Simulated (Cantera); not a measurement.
Feed: 1 mol SiF4, 1.2 mol O3, 40 mol N2, 20 mol H2O, equilibrated at 3.60 mbar.

Method: chemical equilibrium by Gibbs-energy minimisation in Cantera with the NASA 1993 tables (ideal gas, pure condensed phases). Candidate condensed phases: H2O, Si, SiO2, Si2N2O, Si3N4; 58 gas species. The tables hold silica as quartz up to 1696 K and as liquid above; real silica turns to tridymite and cristobalite and melts near 1996 K. Equilibrium is a limit: real reactors are often held back by kinetics, nucleation or transport.

log p: log10 of the partial pressure in bar; n: condensed amount in mol.

```csv
T (K),log p N2,log p H2O,log p HF,log p O2,log p OH,log p H2,log p NO,n SiO2(β-quartz),n SiO2(condensed)
975,-2.65,-2.99,-3.65,-3.99,-8.98,?,-7.56,1.000,0
1125,-2.65,-2.99,-3.65,-3.99,-7.82,?,-6.90,1.000,0
1275,-2.65,-2.99,-3.65,-3.99,-6.93,?,-6.40,1.000,0
1425,-2.65,-2.99,-3.65,-4.00,-6.23,?,-6.01,1.000,0
1575,-2.65,-2.99,-3.65,-4.00,-5.66,?,-5.69,1.000,0
1725,-2.65,-3.00,-3.65,-4.00,-5.20,?,-5.43,0,1.000
1875,-2.65,-3.00,-3.65,-4.00,-4.81,?,-5.21,0,0.998
```

Q: Some entries are withheld; supply them.

A: 
- 975, log p H2: -11.39
- 1125, log p H2: -9.61
- 1275, log p H2: -8.25
- 1425, log p H2: -7.18
- 1575, log p H2: -6.30
- 1725, log p H2: -5.58
- 1875, log p H2: -4.98
